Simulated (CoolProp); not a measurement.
Water along the isobar 0.101 MPa: density (kg/m³) from the reference equation and from simpler models built on Tc = 647.1 K, pc = 22.06 MPa, ω = 0.344; each cubic takes its own stable root.

Computed with CoolProp (reference Helmholtz-energy equation of state, Wagner 2002).

```json
[
 {"T (K)": "292.9", "phase": "liquid", "reference": "998.3"},
 {"T (K)": "298.8", "phase": "liquid", "reference": "996.9"},
 {"T (K)": "304.6", "phase": "liquid", "reference": "995.2"},
 {"T (K)": "310.4", "phase": "liquid", "reference": "993.2"},
 {"T (K)": "316.2", "phase": "liquid", "reference": "991.0"},
 {"T (K)": "322", "phase": "liquid", "reference": "988.6"},
 {"T (K)": "327.9", "phase": "liquid", "reference": "985.8"},
 {"T (K)": "333.7", "phase": "liquid", "reference": "982.9"},
 {"T (K)": "339.5", "phase": "liquid", "reference": "979.8"},
 {"T (K)": "345.3", "phase": "liquid", "reference": "976.5"},
 {"T (K)": "351.1", "phase": "liquid", "reference": "973.1"},
 {"T (K)": "356.9", "phase": "liquid", "reference": "969.4"}
]
```

### Question
How far does each simpler model (van der Waals, Redlich-Kwong, Soave-Redlich-Kwong, Peng-Robinson) lie from the reference over these 12 states: mean and median of the absolute difference, and the worst?

### Answer
- van der Waals: mean 99.9 %, median 99.9 %, worst -99.9 % at 356.9 K and 0.101 MPa
- Redlich-Kwong: mean 45.2 %, median 27.2 %, worst -99.9 % at 356.9 K and 0.101 MPa
- Soave-Redlich-Kwong: mean 24.9 %, median 25.0 %, worst -25.6 % at 356.9 K and 0.101 MPa
- Peng-Robinson: mean 15.6 %, median 15.6 %, worst -16.2 % at 356.9 K and 0.101 MPa

At some of these states van der Waals, Redlich-Kwong gives the other phase, because its saturation line lies elsewhere.
